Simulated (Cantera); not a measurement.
A closed system holds: 1 mol Si3N4, 3.3 mol N2O, a varied amount of H2, at 1998.15 K and 1.00 bar.

These are equilibrium values from Cantera (NASA tables, ideal gas, pure condensed phases), not measurements of a reactor. Candidate condensed phases: H2O, Si, SiO2, Si2N2O, Si3N4; 35 gas species. Mutual solubility and eutectic melting of coexisting phases are not modelled. The tables hold silica as quartz up to 1696 K and as liquid above; real silica turns to tridymite and cristobalite and melts near 1996 K. Equilibrium is a limit: real reactors are often held back by kinetics, nucleation or transport.

x: gas mole fraction; n: condensed amount in mol.

| n(H2) (mol) | x H2 | x N2 | x SiO | x H2O | x H | n SiO2(l) | n Si2N2O(s) |
|---|---|---|---|---|---|---|---|
| 2.2 | 0.309 | 0.638 | 0.0516 | 0.000419 | 0.000893 | 1.08 | 0.779 |
| 3.9 | 0.434 | 0.509 | 0.0556 | 0.000545 | 0.00106 | 1.03 | 0.735 |
| 6.9 | 0.559 | 0.378 | 0.0615 | 0.000636 | 0.00120 | ? | 0.650 |
| 12 | 0.663 | 0.266 | 0.0691 | 0.000671 | 0.00131 | ? | 0.488 |
| 22 | 0.743 | 0.175 | 0.0794 | 0.000655 | 0.00138 | ? | 0.124 |
| 38 | 0.823 | 0.115 | 0.0596 | 0.000967 | 0.00146 | ? | 0 |
| 68 | 0.890 | 0.0696 | 0.0371 | 0.00168 | 0.00152 | ? | 0 |
| 120 | 0.931 | 0.0413 | 0.0234 | 0.00234 | 0.00155 | 0 | 0 |
| 210 | 0.959 | 0.0243 | 0.0137 | 0.00137 | 0.00157 | 0 | 0 |

Problem. What belongs in the gaps?

Solution. 
- 6.9, n SiO2(l): 0.942
- 12, n SiO2(l): 0.776
- 22, n SiO2(l): 0.405
- 38, n SiO2(l): 0.256
- 68, n SiO2(l): 0.172
